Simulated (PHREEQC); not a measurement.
Solution (59 °C): 0.053 mol/kgw HF, 0.0049 mol/kgw NaF and 0.0044 mol/kgw H2SiF6. It is in equilibrium with CO2 at log p = -3.4 (atm). Otherwise closed; pH follows from the charge balance.

Equilibrium calculation in PHREEQC: ion-association model, wateq4f.dat.

Precipitation was switched off in this run.

Task: Estimate the pH.

Result: pH 2.17.

Task: In which forms is F present?

Result: HF 59 %, SiF6-2 31 %, H2F2 4.2 %, F- 3.5 %, HF2- 1.6 % of the F.

At this temperature some constants are extrapolated from 25 °C, and those without enthalpy data are left unchanged. SiF6-2 is the database's only silicon fluoride.
